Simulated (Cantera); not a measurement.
A closed system holds: 1 mol n-butane, 0.12 mol NH3, 1.5 mol N2, equilibrated at 0.100 bar.

Equilibrium computed with Cantera from the NASA thermochemical tables; the gas is ideal and each condensed phase is pure. Candidate condensed phases: C, C6H6, C7H8, C8H18; 92 gas species. Equilibrium is a limit: real reactors are often held back by kinetics, nucleation or transport.

Problem. What share of the C ends up in condensed phases as a function of T (°C), at 1702, 1752, 1802, 1852, 1902, 1952, 2002, 2052, 2102, 2152, 2202, 2252, 2302, 2352?

Solution. 
```csv
T (°C),C condensed (%),as
1702,98.8,C(graphite)
1752,98.6,C(graphite)
1802,98.2,C(graphite)
1852,97.8,C(graphite)
1902,97.4,C(graphite)
1952,96.8,C(graphite)
2002,96.2,C(graphite)
2052,95.5,C(graphite)
2102,94.6,C(graphite)
2152,93.7,C(graphite)
2202,92.7,C(graphite)
2252,91.5,C(graphite)
2302,90.2,C(graphite)
2352,88.8,C(graphite)
```
